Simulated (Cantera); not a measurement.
What does this Cantera script print?

```python
import numpy as np
import cantera as ct

gas_names = [...]  # 110 gases of nasa_gas.yaml made of C, F, H
cond_names = """
    C(gr) C6H6(L) C7H8(L) C8H18(L),n-octa
""".split()


# ... load() reads the species with a 1 bar reference pressure and builds the phases ...
atoms = {
    'CH3F': {'C': 1, 'H': 3, 'F': 1},
    'F2': {'F': 2},
    'H2': {'H': 2},
}
top_T = {'C(gr)': 4500}  # K; cautious upper limits of use, not melting points


# ... equilibrate(T, P, feed) seeds the gas with the atoms and calls Mixture.equilibrate('TP', solver="vcs", rtol=1e-11, max_steps=5000) ...
results = []
feed = {'CH3F': 1, 'F2': 1.2, 'H2': 10}  # mol
P = 27000  # Pa
for T in [3000, 3500, 4000, 4500, 5000]:
    mix = equilibrate(T, P, feed)
    results.append((T, P, feed, dict(zip(mix.species_names, mix.species_moles))))
    x = sorted(zip(gas.X, gas.species_names), reverse=True)
    print(f"T = {T:g} K  P = {P:g} Pa  gas = {mix.phase_moles(0):.4g} mol")
    print("   x: " + "  ".join(f"{s} {v:.3e}" for v, s in x if v > 1e-06))
    print("   condensed (mol): " + ("  ".join(f"{mix.phase(i).name} {mix.phase_moles(i):.4g}"
          for i in range(1, mix.n_phases) if mix.phase_moles(i) > 1e-12) or "none"))
```

It prints:

```
T = 3000 K  P = 27000 Pa  gas = 14.87 mol
   x: H2 5.197e-01  HF 2.280e-01  H 2.191e-01  C2H2,acetylene 2.838e-02  C2H 2.056e-03  C3 9.505e-04  C4H2 6.467e-04  F 5.950e-04  C 1.759e-04  C2 1.030e-04  C2H2,vinylidene 8.949e-05  CF 6.449e-05  CH3 3.559e-05  CH2 3.488e-05  CH 2.959e-05  C6H2 1.563e-05  C5 1.527e-05  C2HF 8.456e-06  CH4 5.329e-06  C3H3,propargyl 4.587e-06  C2H3,vinyl 3.229e-06  C4 3.009e-06
   condensed (mol): none
T = 3500 K  P = 27000 Pa  gas = 18.73 mol
   x: H 5.548e-01  H2 2.383e-01  HF 1.754e-01  C2H2,acetylene 7.444e-03  C3 6.009e-03  F 5.503e-03  C2H 5.457e-03  C 4.197e-03  C2 1.765e-03  CF 5.839e-04  CH 2.364e-04  C4H2 9.686e-05  C2H2,vinylidene 6.243e-05  C5 5.852e-05  CH2 5.486e-05  C4 2.666e-05  C2HF 1.028e-05  CH3 9.470e-06  CF2 2.255e-06  C6H2 1.356e-06
   condensed (mol): none
T = 4000 K  P = 27000 Pa  gas = 23.04 mol
   x: H 7.603e-01  HF 1.122e-01  H2 6.143e-02  F 3.364e-02  C 2.196e-02  C2 3.479e-03  C3 2.699e-03  C2H 1.816e-03  CF 1.687e-03  CH 3.714e-04  C2H2,acetylene 3.003e-04  CH2 1.718e-05  C4 7.661e-06  C2H2,vinylidene 5.160e-06  C5 4.302e-06  CF2 4.193e-06  C2HF 2.200e-06  Electron 1.615e-06  CF+ 1.558e-06
   condensed (mol): none
T = 4500 K  P = 27000 Pa  gas = 25.84 mol
   x: H 8.172e-01  F 8.809e-02  HF 4.242e-02  C 3.460e-02  H2 1.508e-02  C2 1.112e-03  CF 1.064e-03  CH 1.929e-04  C2H 1.224e-04  C3 1.186e-04  Electron 7.683e-06  CF+ 5.375e-06  C2H2,acetylene 3.323e-06  C+ 2.397e-06  CH2 2.119e-06  CF2 1.204e-06
   condensed (mol): none
T = 5000 K  P = 27000 Pa  gas = 26.96 mol
   x: H 8.328e-01  F 1.146e-01  C 3.617e-02  HF 1.123e-02  H2 4.527e-03  CF 3.203e-04  C2 2.355e-04  CH 7.977e-05  Electron 2.563e-05  C+ 1.769e-05  C2H 7.160e-06  CF+ 6.759e-06  C3 3.738e-06  H+ 1.387e-06
   condensed (mol): none
```

Method: chemical equilibrium by Gibbs-energy minimisation in Cantera with the NASA 1993 tables (ideal gas, pure condensed phases).
